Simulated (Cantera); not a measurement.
Standard-state values (1 bar) from the NASA 1993 polynomials, evaluated with Cantera. Values are per mole of reaction as written; species without (g) are pure solids or liquids, kept so even where they would boil at 1 bar.

### Question
Between 300 and 1025 K, where is each reaction favourable under standard conditions?
- LiCl(g) = Li + Cl(g)

### Answer
- LiCl(g) = Li + Cl(g): ΔG° is 323 kJ at 300 K and 324 kJ at 1025 K; it stays positive (K < 1). ΔH° is 331 kJ and ΔS° 7 J/K at 1025 K.
